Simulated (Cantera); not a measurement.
A closed system holds: 1 mol Ni, 4.9 mol H₂S, 90 mol N₂, at 3600 Torr.

Cantera equilibrium calculation (NASA polynomials, part measured and part estimated; ideal gas, pure solids and liquids). Candidate condensed phases: Ni, NiS, NiS₂, Ni₃S₂, Ni₃S₄, S; 17 gas species. Gases not in the tables: S₃ to S₇. The numbers say what is thermodynamically allowed, not how fast it happens.

x: gas mole fraction; n: condensed amount in mol.

```csv
T (°C),x N₂,x H₂S,x H₂,x S₂,x SH,x S,x H,n Ni₃S₂(l)
852,0.947,0.0408,0.0107,0.00183,9.82e-6,[?],2.10e-9,0.333
952,0.945,0.0368,0.0146,0.00382,3.18e-5,[?],1.72e-8,0.333
1052,0.942,0.0318,0.0194,0.00621,8.11e-5,[?],1.04e-7,0.333
1152,0.940,0.0266,0.0245,0.00871,0.000173,[?],4.87e-7,0.333
1252,0.938,0.0217,0.0292,0.0110,0.000321,[?],1.85e-6,0.333
1352,0.936,0.0173,0.0333,0.0131,0.000534,[?],5.88e-6,0.333
1452,0.934,0.0137,0.0367,0.0147,0.000817,[?],1.62e-5,0.333
1552,0.933,0.0108,0.0393,0.0159,0.00117,[?],3.99e-5,0.333
```

**Question.** Some entries are withheld; supply them.

**Answer.** 
- 852, x S: 2.43e-9
- 952, x S: 2.32e-8
- 1052, x S: 1.47e-7
- 1152, x S: 6.94e-7
- 1252, x S: 2.60e-6
- 1352, x S: 8.11e-6
- 1452, x S: 2.18e-5
- 1552, x S: 5.22e-5
